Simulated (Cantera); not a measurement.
## Low-pressure radical oxidation in H2/O2

An isothermal, constant-pressure homogeneous reactor starts with 5.30 % H2, 94.7 % O2, at 925 K and 3.53 Torr.

Detailed kinetics in Cantera: the H2/O2 subset of GRI-Mech 3.0, which has no nitrogen chemistry. Radical loss at walls, strong at low pressure, is not modelled. Below about 950 K walls govern HO2 and H2O2 in real vessels. The temperature is held fixed by assumption; the heat of reaction is taken as removed at once.

| t (s) | x H2 | x O2 | x H | x H2O2 | x HO2 | x OH | x O |
|---|---|---|---|---|---|---|---|
| 8.00e-6 | 0.0530 | 0.947 | <1e-12 | <1e-12 | <1e-12 | <1e-12 | <1e-12 |
| 2.48e-5 | 0.0530 | 0.947 | <1e-12 | <1e-12 | <1e-12 | <1e-12 | <1e-12 |
| 7.72e-5 | 0.0530 | 0.947 | 1.37e-12 | <1e-12 | 1.44e-12 | <1e-12 | <1e-12 |
| 0.000240 | 0.0530 | 0.947 | 3.93e-12 | <1e-12 | 4.48e-12 | <1e-12 | <1e-12 |
| 0.000744 | 0.0530 | 0.947 | 1.14e-11 | <1e-12 | 1.40e-11 | 3.64e-12 | 5.79e-12 |
| 0.00231 | 0.0530 | 0.947 | 5.30e-11 | <1e-12 | 4.39e-11 | 2.45e-11 | 5.55e-11 |
| 0.00718 | 0.0530 | 0.947 | 1.95e-9 | <1e-12 | 1.77e-10 | 9.93e-10 | 2.51e-9 |
| 0.0223 | 0.0527 | 0.947 | 9.95e-5 | 3.53e-10 | 1.39e-6 | 4.99e-5 | 0.000127 |
| 0.0692 | 0.00106 | 0.927 | 0.00862 | 3.24e-8 | 3.33e-6 | 0.00113 | 0.0144 |
| 0.215 | 0.000222 | 0.941 | 0.000899 | 3.10e-8 | 2.40e-6 | 0.000469 | 0.00371 |
| 0.668 | 2.44e-5 | 0.945 | 3.27e-5 | 2.60e-8 | 9.91e-7 | 0.000146 | 0.000435 |
| 2.07 | 2.29e-6 | 0.945 | 1.06e-6 | 1.52e-8 | 2.48e-7 | 4.65e-5 | 4.44e-5 |
| 6.44 | 2.59e-7 | 0.946 | 4.94e-8 | 6.77e-9 | 4.92e-8 | 1.68e-5 | 5.72e-6 |
| 20.0 | 4.02e-8 | 0.946 | 3.66e-9 | 2.80e-9 | 1.04e-8 | 7.08e-6 | 1.01e-6 |
x: mole fraction; the columns are a selection and need not sum to one.

Equilibrium at this temperature and pressure: H2 6.43e-12, O2 0.946, H <1e-12, H2O2 3.63e-12, HO2 1.52e-10, OH 9.71e-8, O 1.91e-10 (gas phase only).
